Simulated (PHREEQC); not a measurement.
Make-up at 38 °C: 0.0054 mol KHSO4, 8.3e-07 mol Sr(OH)2, 1.1e-05 mol NaNO3 and 8.4e-06 mol Sr(NO3)2 per kg of water. Closed to the air; pH follows from the charge balance.

Computed with PHREEQC (ion-association model, phreeqc.dat).

The ionic strength comes out as 0.0133 mol/kgw. What activity coefficients do HSO4-, Sr+2, SO4-2, K+, Na+ get?

HSO4- 0.89, Sr+2 0.63, SO4-2 0.63, K+ 0.89, Na+ 0.89.

No solid was allowed to form. Complexes and solids missing from the database can't appear. Constants without temperature data keep their 25 °C values here.
